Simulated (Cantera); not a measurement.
A Cantera script and what it prints.

```python
import numpy as np
import cantera as ct

gas_names = [...]  # 96 gases of nasa_gas.yaml made of C, Cl, H, Ti
cond_names = """
    C(gr) C6H6(L) C7H8(L) C8H18(L),n-octa Ti(a) Ti(b) Ti(L) TiC(s) TiC(L) TiCL2(s) TiCL3(s) TiCL4(L)
""".split()


# ... load() reads the species with a 1 bar reference pressure and builds the phases ...
atoms = {
    'TiCl4': {'Ti': 1, 'CL': 4},
    'CH4': {'C': 1, 'H': 4},
    'H2': {'H': 2},
}
top_T = {'C(gr)': 4500, 'TiCL2(s)': 1300, 'TiCL3(s)': 1000}  # K; cautious upper limits of use, not melting points


# ... equilibrate(T, P, feed) seeds the gas with the atoms and calls Mixture.equilibrate('TP', solver="vcs", rtol=1e-11, max_steps=5000) ...
results = []
feed = {'TiCl4': 1, 'CH4': 0.66, 'H2': 2.4}  # mol
P = 10000  # Pa
for T in [1248, 1298, 1348, 1398, 1448, 1498, 1548, 1598]:
    mix = equilibrate(T, P, feed)
    results.append((T, P, feed, dict(zip(mix.species_names, mix.species_moles))))
    x = sorted(zip(gas.X, gas.species_names), reverse=True)
    print(f"T = {T:g} K  P = {P:g} Pa  gas = {mix.phase_moles(0):.4g} mol")
    print("   x: " + "  ".join(f"{s} {v:.3e}" for v, s in x if v > 1e-05))
    print("   condensed (mol): " + ("  ".join(f"{mix.phase(i).name} {mix.phase_moles(i):.4g}"
          for i in range(1, mix.n_phases) if mix.phase_moles(i) > 1e-12) or "none"))
```

Result:

```
T = 1248 K  P = 10000 Pa  gas = 5.172 mol
   x: H2 5.569e-01  HCL 3.231e-01  TiCL4 9.149e-02  TiCL3 2.807e-02  CH4 3.458e-04
   condensed (mol): C(gr) 0.2767  TiC(s) 0.3815
T = 1298 K  P = 10000 Pa  gas = 5.235 mol
   x: H2 5.293e-01  HCL 3.617e-01  TiCL4 7.622e-02  TiCL3 3.251e-02  CH4 2.232e-04  TiCL2 1.026e-05
   condensed (mol): C(gr) 0.228  TiC(s) 0.4308
T = 1348 K  P = 10000 Pa  gas = 5.293 mol
   x: H2 5.037e-01  HCL 3.975e-01  TiCL4 6.228e-02  TiCL3 3.632e-02  CH4 1.480e-04  TiCL2 2.047e-05
   condensed (mol): C(gr) 0.1812  TiC(s) 0.478
T = 1398 K  P = 10000 Pa  gas = 5.347 mol
   x: H2 4.804e-01  HCL 4.302e-01  TiCL4 5.000e-02  TiCL3 3.928e-02  CH4 1.008e-04  TiCL2 3.819e-05  H 1.037e-05
   condensed (mol): C(gr) 0.137  TiC(s) 0.5224
T = 1448 K  P = 10000 Pa  gas = 5.395 mol
   x: H2 4.597e-01  HCL 4.593e-01  TiCL3 4.128e-02  TiCL4 3.953e-02  CH4 7.051e-05  TiCL2 6.716e-05  H 1.976e-05  CL 1.609e-05
   condensed (mol): C(gr) 0.09593  TiC(s) 0.5637
T = 1498 K  P = 10000 Pa  gas = 5.437 mol
   x: HCL 4.850e-01  H2 4.416e-01  TiCL3 4.233e-02  TiCL4 3.087e-02  TiCL2 1.121e-04  CH4 5.060e-05  H 3.611e-05  CL 3.198e-05
   condensed (mol): C(gr) 0.05825  TiC(s) 0.6014
T = 1548 K  P = 10000 Pa  gas = 5.473 mol
   x: HCL 5.074e-01  H2 4.259e-01  TiCL3 4.250e-02  TiCL4 2.388e-02  TiCL2 1.785e-04  H 6.355e-05  CL 6.046e-05  CH4 3.721e-05
   condensed (mol): C(gr) 0.02404  TiC(s) 0.6357
T = 1598 K  P = 10000 Pa  gas = 5.5 mol
   x: HCL 5.232e-01  H2 4.146e-01  TiCL3 4.296e-02  TiCL4 1.863e-02  TiCL2 2.821e-04  H 1.084e-04  CL 1.082e-04  CH4 2.687e-05  C2H2,acetylene 1.006e-05
   condensed (mol): TiC(s) 0.6597
```

Cantera equilibrium calculation (NASA polynomials, part measured and part estimated; ideal gas, pure solids and liquids). The tables' values for TiCl2 are old estimates; treat these amounts as uncertain. TiC: taken at fixed stoichiometry.
